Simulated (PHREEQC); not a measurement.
PHREEQC input (ion-association model, phreeqc.dat):

```
SOLUTION 0
  temp 25
  units mmol/kgw
  pH 7 charge
  Cl 64.01
  Zn 32
  O(0) 1 O2(g) -0.68
SOLUTION 1-30
  temp 25
  units mmol/kgw
  pH 7 charge
  Cl 7.61
  Cd 3.8
  S(6) 27
  Zn 27
  O(0) 1 O2(g) -0.68
END
EXCHANGE 1-30
  X 0.034
  -equilibrate 1
END
SELECTED_OUTPUT 1
  -reset false
  -pH true
  -pe true
  -ionic_strength true
  -water true
  -step true
  -totals Cd Cl S Zn S(-2) S(6)
  -molalities CdX2 ZnX2
  -saturation_indices Zn(OH)2(e) Cd(OH)2
PRINT
  -reset false
TRANSPORT
  -cells 30
  -shifts 120
  -lengths 0.0333333
  -time_step 720
  -dispersivities 0.035
  -boundary_conditions flux flux
  -correct_disp true
  -punch_cells 30
  -punch_frequency 4
END
```

Selected output (columns that matter, 25 of 31 rows; pore volumes added in front):

```
pore volumes	pH	mu	Cd	Cl	S	Zn	m_CdX2	m_ZnX2	si_Zn(OH)2(e)	si_Cd(OH)2
0	5.2069	0.070989	0.0038	0.00761	0.027	0.027	0.0017077	0.015292	-3.2468	-6.3565
0.15	5.2069	0.070989	0.0038	0.00761	0.027	0.027	0.0017077	0.015292	-3.2468	-6.3565
0.2833	5.2069	0.070989	0.0038	0.00761	0.027	0.027	0.0017077	0.015292	-3.2468	-6.3565
0.55	5.2037	0.071098	0.0038468	0.0084325	0.026606	0.026971	0.0017069	0.015293	-3.2511	-6.3611
0.6833	5.1863	0.071723	0.0040757	0.012867	0.024483	0.026836	0.0016879	0.015312	-3.2745	-6.3898
0.8167	5.1485	0.073333	0.004411	0.022421	0.01991	0.026704	0.0015714	0.015429	-3.3237	-6.4732
1.0833	5.0516	0.079938	0.0037428	0.04531	0.0089519	0.027859	0.00089632	0.016104	-3.4338	-6.8451
1.2167	5.0153	0.083831	0.0027563	0.053249	0.0051513	0.029015	0.00056301	0.016437	-3.4692	-7.091
1.35	4.9916	0.086979	0.0018153	0.058258	0.0027535	0.030062	0.00033259	0.016667	-3.4905	-7.3465
1.4833	4.9778	0.089115	0.0011061	0.061107	0.0013896	0.030832	0.00018966	0.01681	-3.5019	-7.6053
1.6167	4.9704	0.090407	0.00063859	0.06261	0.0006704	0.031332	0.00010548	0.016895	-3.5073	-7.8675
1.8833	4.9647	0.091519	0.00019144	0.063715	0.00014124	0.031802	3.0681e-05	0.016969	-3.5107	-8.409
2.0167	4.9639	0.091719	0.00010105	0.06388	6.2465e-05	0.031896	1.6111e-05	0.016984	-3.511	-8.6894
2.15	4.9634	0.09182	5.2398e-05	0.063953	2.7114e-05	0.031946	8.3334e-06	0.016992	-3.5111	-8.976
2.4167	4.9632	0.091895	1.3524e-05	0.064	4.892e-06	0.031986	2.1469e-06	0.016998	-3.5111	-9.5652
2.55	4.9631	0.091908	6.7608e-06	0.064006	2.043e-06	0.031993	1.073e-06	0.016999	-3.5111	-9.8664
2.6833	4.9631	0.091913	3.3511e-06	0.064008	8.4564e-07	0.031997	5.3177e-07	0.016999	-3.5111	-10.171
2.8167	4.9631	0.091916	1.649e-06	0.064009	3.4741e-07	0.031998	2.6165e-07	0.017	-3.5111	-10.479
2.95	4.9631	0.091918	8.0639e-07	0.06401	1.4181e-07	0.031999	1.2795e-07	0.017	-3.5111	-10.79
3.2167	4.9631	0.091919	1.899e-07	0.06401	2.3265e-08	0.032	3.013e-08	0.017	-3.5111	-11.418
3.35	4.9631	0.091919	9.1569e-08	0.06401	9.3634e-09	0.032	1.4529e-08	0.017	-3.5111	-11.735
3.4833	4.9631	0.091919	4.4001e-08	0.06401	3.7554e-09	0.032	6.9814e-09	0.017	-3.5111	-12.053
3.75	4.9631	0.091919	1.0071e-08	0.06401	5.9887e-10	0.032	1.5979e-09	0.017	-3.5111	-12.693
3.8833	4.9631	0.091919	4.8004e-09	0.06401	2.3829e-10	0.032	7.6165e-10	0.017	-3.5111	-13.015
4.0167	4.9631	0.091919	2.2834e-09	0.06401	9.4628e-11	0.032	3.623e-10	0.017	-3.5111	-13.338
```

Species that the database lacks are ignored.
